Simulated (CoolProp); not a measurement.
Model: reference Helmholtz-energy equation of state, Thol 2015, in CoolProp.

Task: For octamethylcyclotetrasiloxane (D4), give the phase and the cv (kJ/(kg K)), Joule-Thomson coefficient (K/MPa) at 332.05 °C and 0.0748 MPa; 332.05 °C and 0.449 MPa.

Result: 
- 332.05 °C and 0.0748 MPa: gas; cv 1.99, Joule-Thomson coefficient 7.74
- 332.05 °C and 0.449 MPa: gas; cv 2.00, Joule-Thomson coefficient 9.10
